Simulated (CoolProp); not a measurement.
Properties of cis-2-butene at several states (Tc = 162.6 °C, pc = 4236 kPa, ω = 0.202).

The numbers come from the reference Helmholtz-energy equation of state, Lemmon 2005 in CoolProp. It is a short technical equation, of lower accuracy than the large ones.

| T (°C) | p (kPa) | phase | density (kg/m³) | cv (kJ/(kg K)) | isothermal compressibility (1/MPa) | fugacity coefficient |
|---|---|---|---|---|---|---|
| 29.95 | 13.5 | gas | 0.3017 | 1.313 | 74.35 | 0.9963 |
| -104.85 | 14900 | liquid | 761.7 | 1.352 | 0.0005951 | 8.473e-6 |
| 156.85 | 5630 | liquid | 409.7 | 1.982 | 0.04084 | 0.4949 |
| 160.85 | 139 | gas | 2.187 | 1.820 | 7.280 | 0.9885 |
